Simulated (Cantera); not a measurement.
## NO annealing gas

An isothermal, constant-pressure homogeneous reactor starts with 3.57 % NO, 96.4 % N2, at 2075 K and 13300 Pa.

Model: GRI-Mech 3.0 (53 species, 325 reactions), integrated in Cantera.

```
t (s)        x NO       x O      x O2     x NO2    x N2O
--------  -------  --------  --------  --------  -------
9.00e-6    0.0357   3.01e-9    <1e-12    <1e-12  3.00e-9
3.69e-5    0.0357   1.24e-8  2.34e-12  1.04e-11  1.22e-8
0.000151   0.0357   5.22e-8  3.98e-11  1.57e-10  4.84e-8
0.000618   0.0357   2.35e-7  7.13e-10   1.83e-9  1.76e-7
0.00253    0.0357   1.21e-6   1.44e-8   1.42e-8  4.65e-7
0.0104     0.0357   6.20e-6   3.13e-7   8.08e-8  6.27e-7
0.0424     0.0357   2.65e-5   6.11e-6   3.47e-7  6.28e-7
0.174      0.0354   7.90e-5   9.87e-5   1.00e-6  6.18e-7
0.711      0.0340  0.000124  0.000807   1.52e-6  5.69e-7
2.91       0.0262  0.000231   0.00461   2.25e-6  3.54e-7
11.9      0.00616  0.000389    0.0146   9.05e-7  7.63e-8
48.8      0.00291  0.000409    0.0162   4.50e-7  6.62e-8
200       0.00291  0.000409    0.0162   4.50e-7  6.62e-8
```
x: mole fraction; the columns are a selection and need not sum to one.

Equilibrium at this temperature and pressure: NO 0.00291, O 0.000409, O2 0.0162, NO2 4.50e-7, N2O 6.62e-8 (gas phase only).
